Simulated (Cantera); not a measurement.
## Ignition delay

Mixture: CH₄ : C₂H₆ : C₃H₈ : O₂ : N₂ = 1 : 0.036 : 0.68 : 7.37 : 27.3 (molar parts), equivalence ratio 0.75, at 10.0 bar, adiabatic and at constant pressure. Ignition delay is the time to a rise of 400 K.

Detailed kinetics in Cantera: GRI-Mech 3.0 (53 species, 325 reactions). GRI-Mech 3.0 was tuned for natural gas; its chemistry of propane as a main component is partial and can be far from experiment.

```json
[
 {"T0 (K)": "1000", "delay (ms)": "45.4"},
 {"T0 (K)": "1075", "delay (ms)": "12.8"},
 {"T0 (K)": "1150", "delay (ms)": "3.66"},
 {"T0 (K)": "1225", "delay (ms)": "1.07"},
 {"T0 (K)": "1300", "delay (ms)": "0.329"},
 {"T0 (K)": "1375", "delay (ms)": "0.113"},
 {"T0 (K)": "1450", "delay (ms)": "0.0442"}
]
```

```json
{
 "apparent activation energy between 1300 and 1450 K": "210 kJ/mol"
}
```
